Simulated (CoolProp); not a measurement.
Aqueous lithium chloride as a coolant, 17 % by mass, freezing at -30.9 °C, 1 atm.

Computed with CoolProp (Melinder's fits for secondary coolants).

```csv
T (°C),Prandtl number,conductivity (W/(m K)),viscosity (mPa s),density (kg/m³)
-2.3,21.0,0.527,3.39,1102
2.3,___,0.533,2.93,1101
7,___,0.540,2.56,1100
11.6,13.8,0.547,2.27,___
16.3,12.2,0.553,___,1098
20.9,11.0,___,1.82,___
25.6,9.87,___,1.65,1095
30.2,8.94,0.573,1.50,1094
34.9,8.11,0.579,1.37,___
```

Task: What belongs in the gaps?

Result: 
- 2.3, Prandtl number: 18.0
- 7, Prandtl number: 15.7
- 11.6, density (kg/m³): 1099
- 16.3, viscosity (mPa s): 2.02
- 20.9, conductivity (W/(m K)): 0.560
- 20.9, density (kg/m³): 1097
- 25.6, conductivity (W/(m K)): 0.566
- 34.9, density (kg/m³): 1092
